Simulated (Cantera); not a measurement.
**Premixed flame**

A freely propagating, adiabatic, planar premixed flame of H2 : O2 : N2 = 1 : 0.179 : 0.671 (molar parts), equivalence ratio 2.8, unburnt at 650 K and 2330 Torr; mixture-averaged transport, grid criteria slope 0.08 and curve 0.16, no radiation.

Model: the H2/O2 subset of GRI-Mech 3.0, which has no nitrogen chemistry, integrated in Cantera. The hydrogen kinetics of GRI-Mech 3.0 are dated; newer H2 mechanisms differ, most at raised pressure. Burning velocities carry a grid error of a few per cent, more on coarse grids.

| z (mm) | T (K) | u (m/s) | x H2 | x O2 | x O | x H | x HO2 | x OH |
|---|---|---|---|---|---|---|---|---|
| -0.351 | 650 | 9.67 | 0.541 | 0.0968 | <1e-8 | <1e-8 | <1e-8 | <1e-8 |
| -0.234 | 650 | 9.67 | 0.541 | 0.0968 | <1e-8 | <1e-8 | <1e-8 | <1e-8 |
| -0.176 | 650 | 9.67 | 0.541 | 0.0968 | <1e-8 | <1e-8 | 2.96e-8 | <1e-8 |
| -0.117 | 650 | 9.67 | 0.540 | 0.0968 | <1e-8 | 1.48e-7 | 2.71e-6 | <1e-8 |
| -0.0586 | 694 | 10.2 | 0.534 | 0.0966 | 1.64e-5 | 0.000343 | 0.000429 | 7.76e-5 |
| -0.0293 | 921 | 13.2 | 0.505 | 0.0896 | 0.000237 | 0.00607 | 0.000328 | 0.000506 |
| 0 | 1272 | 17.8 | 0.439 | 0.0621 | 0.00129 | 0.0284 | 0.000157 | 0.00124 |
| 0.0293 | 1529 | 21.3 | 0.375 | 0.0242 | 0.00143 | 0.0525 | 5.78e-5 | 0.00196 |
| 0.0586 | 1654 | 23.0 | 0.351 | 0.00665 | 0.000685 | 0.0594 | 1.54e-5 | 0.00196 |
| 0.117 | 1759 | 24.3 | 0.348 | 0.000591 | 0.000262 | 0.0534 | 1.30e-6 | 0.00192 |
| 0.234 | 1854 | 25.4 | 0.356 | 5.26e-5 | 0.000157 | 0.0409 | 1.46e-7 | 0.00178 |
| 0.468 | 1940 | 26.4 | 0.364 | 2.21e-5 | 8.55e-5 | 0.0286 | 7.27e-8 | 0.00146 |
| 0.937 | 2007 | 27.2 | 0.371 | 1.01e-5 | 3.92e-5 | 0.0186 | 3.64e-8 | 0.00107 |
x: mole fraction of selected species; z is measured from the peak of heat release.

```
Property                     Value
------------------------  --------
laminar burning velocity  967 cm/s
thermal thickness         0.117 mm
peak x(O)                  0.00162
peak x(H)                   0.0594
peak x(HO2)               0.000481
peak x(OH)                 0.00200
```
